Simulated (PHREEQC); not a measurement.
PHREEQC input (ion-association model, wateq4f.dat):

```
SOLUTION 1
  temp 45
  units mol/kgw
  pH 7 charge
  Cl 0.182
  Mg 0.091
  S(6) 0.1
  Na 0.2
SOLUTION 2
  temp 45
  units mol/kgw
  pH 7 charge
  S(6) 0.0019
  Cl 0.00058
  Li 0.00058
END
SELECTED_OUTPUT 1
  -reset false
  -pH true
  -pe true
  -ionic_strength true
  -water true
  -totals Cl Li Mg Na S S(-2) S(6)
  -molalities H+ Cl- Li+ Mg+2 Na+ SO4-2 MgOH+ NaSO4- MgSO4 HSO4-
    H2S HS- S-2 O2 LiSO4- OH-
  -equilibrium_phases Brucite Halite Mirabilite Epsomite
PRINT
  -reset false
MIX 1
  1 1
  2 0
EQUILIBRIUM_PHASES 1
  Brucite 0 0
  Halite 0 0
  Mirabilite 0 0
  Epsomite 0 0
  O2(g) -0.68 10
END
# ... the last block is repeated for the other 20 points of share of solution B
```

Selected output (columns that matter, 13 of 21 rows; share of solution B added in front):

```
share of solution B	pH	mu	Cl	Li	Mg	Na	S	m_H+	m_Cl-	m_Li+	m_Mg+2	m_Na+	m_SO4-2	m_NaSO4-
0	6.4635	0.37089	0.182	0	0.091	0.2	0.1	4.4756e-07	0.182	0	0.045735	0.18947	0.04421	0.010525
0.1	3.953	0.33658	0.16386	5.8e-05	0.0819	0.18	0.09019	0.00014434	0.16386	5.5662e-05	0.041603	0.17096	0.040614	0.009041
0.15	3.7683	0.31932	0.15479	8.7e-05	0.07735	0.17	0.085285	0.00022031	0.15479	8.3579e-05	0.039519	0.16168	0.038778	0.0083233
0.25	3.5275	0.28454	0.13664	0.000145	0.06825	0.15	0.075475	0.00038136	0.13664	0.00013961	0.035312	0.14306	0.035022	0.0069407
0.35	3.36	0.24941	0.1185	0.000203	0.05915	0.13	0.065665	0.00055729	0.1185	0.00019593	0.031047	0.12437	0.031148	0.0056341
0.4	3.2901	0.2317	0.10943	0.000232	0.0546	0.12	0.06076	0.00065219	0.10943	0.00022422	0.02889	0.11499	0.029163	0.0050116
0.5	3.1666	0.19596	0.09129	0.00029	0.0455	0.1	0.05095	0.00085969	0.09129	0.00028107	0.024522	0.096165	0.025088	0.0038346
0.6	3.0556	0.15974	0.073148	0.000348	0.0364	0.08	0.04114	0.0010986	0.073148	0.00033838	0.020068	0.077242	0.020859	0.0027582
0.65	3.0023	0.14142	0.064077	0.000377	0.03185	0.07	0.036235	0.0012343	0.064077	0.00036725	0.017802	0.067737	0.018679	0.0022627
0.75	2.8958	0.10428	0.045935	0.000435	0.02275	0.05	0.026425	0.0015533	0.045935	0.00042549	0.013168	0.048629	0.014167	0.0013706
0.85	2.7809	0.066238	0.027793	0.000493	0.01365	0.03	0.016615	0.0019777	0.027793	0.00048469	0.0083367	0.029362	0.0094031	0.00063806
0.9	2.7147	0.046711	0.018722	0.000522	0.0091	0.02	0.01171	0.0022639	0.018722	0.00051483	0.0057954	0.019652	0.0068939	0.00034826
1	2.5152	0.0052406	0.00058	0.00058	0	0	0.0019	0.0032828	0.00058	0.00057746	0	0	0.0013803	0
```

Complexes and solids missing from the database can't appear. Away from 25 °C the constants follow the database's enthalpies or fits; those with neither stay at their 25 °C values.
